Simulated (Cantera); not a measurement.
A Cantera script and its output.

```python
import numpy as np
import cantera as ct

gas = ct.Solution("h2o2.yaml")
gas.TPX = 1100, 2000, {'H2': 0.04, 'O2': 0.14}
reactor = ct.IdealGasConstPressureReactor(gas, energy="off", clone=False)
net = ct.ReactorNet([reactor])
net.rtol, net.atol = 1e-08, 1e-18
show = ['H2', 'O2', 'H2O', 'H2O2', 'HO2', 'H']
times = np.geomspace(3e-05, 2, 15)

steps = ct.SolutionArray(gas, extra=["t"])
rows = []
print(f"{'t/s':>10s}{'T/K':>9s}{'P/Pa':>11s}" + "".join(f"{s:>11s}" for s in show))
for t in times:
    while net.time < t:
        t_next = net.step()
        steps.append(gas.state, t=t_next)
    rows.append([np.interp(t, steps.t, y) for y in (steps.T, steps.P, *steps(*show).X.T)])
    print(f"{t:10.3e}{rows[-1][0]:9.1f}{rows[-1][1]:11.4g}" + "".join(f"{x:11.3e}" for x in rows[-1][2:]))
rate = np.gradient(steps.T, steps.t)
print("integrator steps:", len(steps.t))
if steps.T.max() > steps.T[0] + 200:
    print(f"time of steepest temperature rise: {steps.t[rate.argmax()]:.4e} s")
gas.TPX = 1100, 2000, {'H2': 0.04, 'O2': 0.14}
gas.equilibrate("TP")
print(f"equilibrium (TP): T = {gas.T:.1f} K  " + "  ".join(f"{s} {gas[s].X[0]:.3e}" for s in show))
```

Output:

```
       t/s      T/K       P/Pa         H2         O2        H2O       H2O2        HO2          H
 3.000e-05   1100.0       2000  2.222e-01  7.778e-01  1.216e-10  1.424e-13  9.070e-10  8.440e-10
 6.633e-05   1100.0       2000  2.222e-01  7.778e-01  9.772e-10  6.970e-13  2.011e-09  2.176e-09
 1.466e-04   1100.0       2000  2.222e-01  7.778e-01  9.078e-09  3.423e-12  4.494e-09  9.043e-09
 3.242e-04   1100.0       2000  2.222e-01  7.778e-01  1.901e-07  1.744e-11  1.113e-08  1.301e-07
 7.168e-04   1100.0       2000  2.221e-01  7.777e-01  6.036e-05  3.853e-10  4.332e-07  3.921e-05
 1.585e-03   1100.0       2000  2.739e-02  6.813e-01  1.503e-01  6.887e-07  1.646e-05  8.359e-02
 3.504e-03   1100.0       2000  7.927e-03  7.031e-01  2.056e-01  6.127e-07  1.921e-05  3.961e-02
 7.746e-03   1100.0       2000  2.757e-03  7.360e-01  2.386e-01  8.146e-07  1.850e-05  6.942e-03
 1.713e-02   1100.0       2000  4.979e-04  7.474e-01  2.480e-01  7.058e-07  1.104e-05  4.761e-04
 3.786e-02   1100.0       2000  7.963e-05  7.494e-01  2.495e-01  4.006e-07  3.924e-06  3.048e-05
 8.371e-02   1100.0       2000  1.536e-05  7.498e-01  2.498e-01  1.912e-07  1.138e-06  2.838e-06
 1.851e-01   1100.0       2000  3.779e-06  7.499e-01  2.499e-01  8.961e-08  3.506e-07  3.874e-07
 4.092e-01   1100.0       2000  1.136e-06  7.500e-01  2.500e-01  4.244e-08  1.211e-07  6.980e-08
 9.046e-01   1100.0       2000  3.924e-07  7.500e-01  2.500e-01  2.019e-08  4.613e-08  1.507e-08
 2.000e+00   1100.0       2000  1.484e-07  7.500e-01  2.500e-01  9.560e-09  1.912e-08  3.652e-09
integrator steps: 1729
equilibrium (TP): T = 1100.0 K  H2 2.708e-09  O2 7.500e-01  H2O 2.500e-01  H2O2 2.767e-10  HO2 6.159e-09  H 9.576e-12
```

Cantera simulation using the H2/O2 subset of GRI-Mech 3.0, which has no nitrogen chemistry; the numbers are that mechanism's predictions, not measurements. Radical loss at walls, strong at low pressure, is not modelled. The temperature is held fixed by assumption; the heat of reaction is taken as removed at once.
